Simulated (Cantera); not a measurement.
A closed system holds: 1 mol SiO2, 1.9 mol H2, 0.037 mol H2O, held at 0.165 Torr.

These are equilibrium values from Cantera (NASA tables, ideal gas, pure condensed phases), not measurements of a reactor. Candidate condensed phases: H2O, Si, SiO2; 18 gas species. The tables hold silica as quartz up to 1696 K and as liquid above; real silica turns to tridymite and cristobalite and melts near 1996 K. Rates play no part.

Task: Which condensed phases are stable at each of these points (T (K)): 798, 848, 898, 948, 998, 1048, 1098, 1148, 1198, 1248, 1298, 1348?

Result: 
```json
[
 {"T (K)": "798", "condensed phases": "SiO2(α-quartz)", "Si condensed (%)": "100.0"},
 {"T (K)": "848", "condensed phases": "SiO2(β-quartz)", "Si condensed (%)": "100.0"},
 {"T (K)": "898", "condensed phases": "SiO2(β-quartz)", "Si condensed (%)": "100.0"},
 {"T (K)": "948", "condensed phases": "SiO2(β-quartz)", "Si condensed (%)": "100.0"},
 {"T (K)": "998", "condensed phases": "SiO2(β-quartz)", "Si condensed (%)": "100.0"},
 {"T (K)": "1048", "condensed phases": "SiO2(β-quartz)", "Si condensed (%)": "100.0"},
 {"T (K)": "1098", "condensed phases": "SiO2(β-quartz)", "Si condensed (%)": "100.0"},
 {"T (K)": "1148", "condensed phases": "SiO2(β-quartz)", "Si condensed (%)": "100.0"},
 {"T (K)": "1198", "condensed phases": "SiO2(β-quartz)", "Si condensed (%)": "100.0"},
 {"T (K)": "1248", "condensed phases": "SiO2(β-quartz)", "Si condensed (%)": "100.0"},
 {"T (K)": "1298", "condensed phases": "SiO2(β-quartz)", "Si condensed (%)": "100.0"},
 {"T (K)": "1348", "condensed phases": "SiO2(β-quartz)", "Si condensed (%)": "100.0"}
]
```

At 798 K the condensed part is SiO2(α-quartz). From 848 K to 1348 K the condensed part is SiO2(β-quartz).
